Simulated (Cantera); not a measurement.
What does this Cantera script print?

```python
import numpy as np
import cantera as ct

gas = ct.Solution("gri30.yaml")
gas.TPX = 525, 13332, {'CH4': 1, 'C2H6': 0.13, 'C3H8': 0.19, 'O2': 2.43, 'N2': 9.14}
flame = ct.FreeFlame(gas, width=0.16)
flame.set_refine_criteria(ratio=3, slope=0.08, curve=0.16)
flame.transport_model = "unity-Lewis-number"
flame.solve(loglevel=0, auto=True)
z, T = flame.grid, flame.T
thick = (T[-1] - T[0]) / np.gradient(T, z).max()
show = ['CH4', 'C2H6', 'C3H8', 'CO', 'CH2', 'NO']
print(f"laminar burning velocity  {flame.velocity[0] * 100:.3f} cm/s")
print(f"burnt temperature         {T[-1]:.1f} K")
print(f"thermal thickness         {thick * 1e3:.4f} mm")
print(f"grid points               {len(z)}")
z0 = z[flame.heat_release_rate.argmax()]
print(f"{'z/mm':>9s}{'T/K':>9s}{'u/(m/s)':>9s}" + "".join(f"{s:>11s}" for s in show))
rows = []
for k in (-3, -2, -1.5, -1, -0.5, -0.25, 0, 0.25, 0.5, 1, 2, 4, 8):
    zz = z0 + k * thick
    rows.append([k * thick, np.interp(zz, z, T), np.interp(zz, z, flame.velocity),
                 *(np.interp(zz, z, flame.X[gas.species_index(s)]) for s in show)])
    print(f"{rows[-1][0] * 1e3:9.3f}{rows[-1][1]:9.1f}{rows[-1][2]:9.3f}" + "".join(f"{x:11.3e}" for x in rows[-1][3:]))
```

Output:

```
laminar burning velocity  63.753 cm/s
burnt temperature         2120.6 K
thermal thickness         3.1312 mm
grid points               140
     z/mm      T/K  u/(m/s)        CH4       C2H6       C3H8         CO        CH2         NO
   -9.393    525.6    0.638  7.755e-02  1.008e-02  1.473e-02  3.510e-05  6.150e-18  9.899e-09
   -6.262    530.4    0.644  7.729e-02  1.005e-02  1.467e-02  3.216e-04  2.207e-15  9.163e-08
   -4.697    548.8    0.667  7.631e-02  9.925e-03  1.441e-02  1.419e-03  2.108e-13  4.176e-07
   -3.131    661.8    0.811  7.019e-02  9.149e-03  1.282e-02  8.290e-03  1.038e-10  2.734e-06
   -1.566   1113.2    1.413  4.428e-02  5.658e-03  6.241e-03  3.746e-02  1.606e-07  1.421e-05
   -0.783   1492.9    1.956  2.161e-02  1.964e-03  1.441e-03  6.300e-02  1.410e-05  2.495e-05
    0.000   1831.6    2.459  3.824e-03  6.291e-05  1.593e-05  8.366e-02  8.285e-05  4.013e-05
    0.783   1958.0    2.643  2.021e-04  1.234e-07  3.856e-09  8.620e-02  2.116e-05  6.087e-05
    1.566   1980.8    2.675  7.496e-06  1.642e-10  2.362e-13  8.294e-02  1.797e-06  7.699e-05
    3.131   1991.8    2.688  3.291e-08  5.637e-15  2.260e-20  7.992e-02  1.945e-08  9.056e-05
    6.262   2004.3    2.702  2.203e-11  2.138e-20  6.060e-29  7.927e-02  1.614e-11  9.680e-05
   12.525   2023.4    2.724  3.581e-15  1.007e-24  1.224e-37  7.953e-02  2.198e-15  9.991e-05
   25.049   2050.1    2.754  2.348e-15 -1.065e-29  1.102e-40  7.997e-02  1.071e-15  1.040e-04
```

Computed with Cantera and GRI-Mech 3.0 (53 species, 325 reactions). GRI-Mech 3.0 was tuned for natural gas; its chemistry of propane as a main component is partial and can be far from experiment. Unity Lewis numbers drop preferential diffusion, which matters most where H2 and H carry the flame. Burning velocities carry a grid error of a few per cent, more on coarse grids.
